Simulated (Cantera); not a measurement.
Input: 1 mol CHF3, 0.28 mol F2, a varied amount of H2, held at 1427 °C and 0.870 bar.

Cantera equilibrium calculation (NASA polynomials, part measured and part estimated; ideal gas, pure solids and liquids). Candidate condensed phases: C, C6H6, C7H8, C8H18; 95 gas species. Gases not in the tables: C2F6 and larger saturated fluorocarbons. Rates play no part.

log p: log10 of the partial pressure in bar; n: condensed amount in mol.

```
n(H2) (mol)  log p HF  log p H2  log p CF4  log p CH4  n C(graphite)
-----------  --------  --------  ---------  ---------  -------------
1.1             -0.07     -6.20      -1.62       <-12          0.910
1.4             -0.07     -1.55     -10.93          …          1.000
1.7             -0.11     -1.04       <-12          …          1.000
2.1             -0.15     -0.79       <-12          …          1.000
2.6             -0.20     -0.63       <-12          …          0.999
3.2             -0.25     -0.52       <-12          …          0.999
4               -0.31     -0.42       <-12          …          0.998
4.9             -0.37     -0.36       <-12          …          0.998
6               -0.43     -0.31       <-12          …          0.997
7.4             -0.49     -0.26       <-12          …          0.995
```

Q: Fill in the missing entries.

A: 
- 1.4, log p CH4: -6.06
- 1.7, log p CH4: -5.04
- 2.1, log p CH4: -4.54
- 2.6, log p CH4: -4.22
- 3.2, log p CH4: -3.99
- 4, log p CH4: -3.81
- 4.9, log p CH4: -3.68
- 6, log p CH4: -3.57
- 7.4, log p CH4: -3.48
